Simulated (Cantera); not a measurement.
Input: 1 mol CO, a varied amount of H2O, 0.36 mol H2, held at 0.420 bar.

Points: T (K) = 825, 975, 1125, 1275, 1425, 1575, 1725, 1875, 2025, 2175, 2325, 2475, 2625, 2775; n(H2O) (mol) = 0.18, 0.22, 0.26, 0.32, 0.39, 0.48, 0.59, 0.72, 0.88, 1.1.

Cantera's Mixture.equilibrate('TP', solver="vcs", rtol=1e-11, max_steps=5000) on the NASA tables stopped like this:

```
ERROR: FAILURE its = 5001!

*******************************************************************************
CanteraError thrown by MultiPhase::equilibrate:
VCS solver failed. Return code: -1
*******************************************************************************
```

Q: What got this run through?

A: One answer among several that fit: The failure is numerical, not chemical. The same input converged with solver="gibbs", rtol=1e-10, max_steps=50000, and the result passed a check of the equilibrium conditions:
```
    825       0.18  C(gr)
    825       0.22  C(gr)
    825       0.26  C(gr)
    825       0.32  C(gr)
    825       0.39  C(gr)
    825       0.48  C(gr)
    825       0.59  C(gr)
    825       0.72  C(gr)
    825       0.88  C(gr)
    825        1.1  gas only
    975       0.18  C(gr)
    975       0.22  C(gr)
    975       0.26  gas only
    975       0.32  gas only
    975       0.39  gas only
    975       0.48  gas only
    975       0.59  gas only
    975       0.72  gas only
    975       0.88  gas only
    975        1.1  gas only
   1125       0.18  gas only
   1125       0.22  gas only
   1125       0.26  gas only
   1125       0.32  gas only
   1125       0.39  gas only
   1125       0.48  gas only
   1125       0.59  gas only
   1125       0.72  gas only
   1125       0.88  gas only
   1125        1.1  gas only
   1275       0.18  gas only
   1275       0.22  gas only
   1275       0.26  gas only
   1275       0.32  gas only
   1275       0.39  gas only
   1275       0.48  gas only
   1275       0.59  gas only
   1275       0.72  gas only
   1275       0.88  gas only
   1275        1.1  gas only
   1425       0.18  gas only
   1425       0.22  gas only
   1425       0.26  gas only
   1425       0.32  gas only
   1425       0.39  gas only
   1425       0.48  gas only
   1425       0.59  gas only
   1425       0.72  gas only
   1425       0.88  gas only
   1425        1.1  gas only
   1575       0.18  gas only
   1575       0.22  gas only
   1575       0.26  gas only
   1575       0.32  gas only
   1575       0.39  gas only
   1575       0.48  gas only
   1575       0.59  gas only
   1575       0.72  gas only
   1575       0.88  gas only
   1575        1.1  gas only
   1725       0.18  gas only
   1725       0.22  gas only
   1725       0.26  gas only
   1725       0.32  gas only
   1725       0.39  gas only
   1725       0.48  gas only
   1725       0.59  gas only
   1725       0.72  gas only
   1725       0.88  gas only
   1725        1.1  gas only
   1875       0.18  gas only
   1875       0.22  gas only
   1875       0.26  gas only
   1875       0.32  gas only
   1875       0.39  gas only
   1875       0.48  gas only
   1875       0.59  gas only
   1875       0.72  gas only
   1875       0.88  gas only
   1875        1.1  gas only
   2025       0.18  gas only
   2025       0.22  gas only
   2025       0.26  gas only
   2025       0.32  gas only
   2025       0.39  gas only
   2025       0.48  gas only
   2025       0.59  gas only
   2025       0.72  gas only
   2025       0.88  gas only
   2025        1.1  gas only
   2175       0.18  gas only
   2175       0.22  gas only
   2175       0.26  gas only
   2175       0.32  gas only
   2175       0.39  gas only
   2175       0.48  gas only
   2175       0.59  gas only
   2175       0.72  gas only
   2175       0.88  gas only
   2175        1.1  gas only
   2325       0.18  gas only
   2325       0.22  gas only
   2325       0.26  gas only
   2325       0.32  gas only
   2325       0.39  gas only
   2325       0.48  gas only
   2325       0.59  gas only
   2325       0.72  gas only
   2325       0.88  gas only
   2325        1.1  gas only
   2475       0.18  gas only
   2475       0.22  gas only
   2475       0.26  gas only
   2475       0.32  gas only
   2475       0.39  gas only
   2475       0.48  gas only
   2475       0.59  gas only
   2475       0.72  gas only
   2475       0.88  gas only
   2475        1.1  gas only
   2625       0.18  gas only
   2625       0.22  gas only
   2625       0.26  gas only
   2625       0.32  gas only
   2625       0.39  gas only
   2625       0.48  gas only
   2625       0.59  gas only
   2625       0.72  gas only
   2625       0.88  gas only
   2625        1.1  gas only
   2775       0.18  gas only
   2775       0.22  gas only
   2775       0.26  gas only
   2775       0.32  gas only
   2775       0.39  gas only
   2775       0.48  gas only
   2775       0.59  gas only
   2775       0.72  gas only
   2775       0.88  gas only
   2775        1.1  gas only
```

The gas is ideal and each condensed phase is pure.
